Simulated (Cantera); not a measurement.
**Thermodynamics of silicon epitaxy and polysilicon growth, feed Si₂Cl₆ + H₂**

A closed system holds: 1 mol Si₂Cl₆, 90 mol H₂, at 1.80 mbar.

Cantera equilibrium calculation (NASA polynomials, part measured and part estimated; ideal gas, pure solids and liquids). Candidate condensed phases: Si; 19 gas species. The feed counts by its element totals alone. The tables' values for SiCl₃ are old estimates; treat these amounts as uncertain. Equilibrium is a limit: real reactors are often held back by kinetics, nucleation or transport.

| T (K) | x H₂ | x HCl | x SiCl₂ | x SiCl₄ | x SiHCl₃ | x SiCl₃ | x H | x SiH₂Cl₂ | n Si(s) |
|---|---|---|---|---|---|---|---|---|---|
| 1000 | 0.961 | 0.0292 | 0.00150 | 0.00658 | 0.00153 | 0.000639 | 5.24e-8 | 3.83e-5 | 1.05 |
| 1050 | 0.953 | 0.0381 | 0.00285 | 0.00390 | 0.00101 | 0.000783 | 1.87e-7 | 2.99e-5 | 1.21 |
| 1100 | 0.948 | 0.0450 | 0.00435 | 0.00177 | 0.000549 | 0.000744 | 5.93e-7 | 2.05e-5 | 1.31 |
| 1150 | 0.944 | 0.0486 | 0.00550 | 0.000637 | 0.000252 | 0.000566 | 1.71e-6 | 1.25e-5 | 1.35 |
| 1200 | 0.943 | 0.0498 | 0.00621 | 0.000209 | 0.000108 | 0.000384 | 4.52e-6 | 7.25e-6 | 1.36 |
| 1250 | 0.943 | 0.0500 | 0.00667 | 6.92e-5 | 4.64e-5 | 0.000254 | 1.11e-5 | 4.24e-6 | 1.34 |
| 1300 | 0.943 | 0.0498 | 0.00702 | 2.43e-5 | 2.09e-5 | 0.000169 | 2.53e-5 | 2.55e-6 | 1.33 |
| 1350 | 0.943 | 0.0495 | 0.00730 | 9.11e-6 | 9.94e-6 | 0.000116 | 5.45e-5 | 1.58e-6 | 1.31 |
| 1400 | 0.943 | 0.0491 | 0.00755 | 3.65e-6 | 4.96e-6 | 8.06e-5 | 0.000111 | 1.01e-6 | 1.29 |
| 1450 | 0.943 | 0.0488 | 0.00777 | 1.56e-6 | 2.60e-6 | 5.76e-5 | 0.000216 | 6.70e-7 | 1.27 |
x: gas mole fraction; n: condensed amount in mol.

From 1000 K to 1450 K the condensed part is Si(s). The main Si-bearing gas is SiCl₄ at 1000 K and SiCl₂ at 1450 K. The share of Si in condensed phases is highest at 1200 K (67.9 %) and lowest at 1000 K (52.6 %).
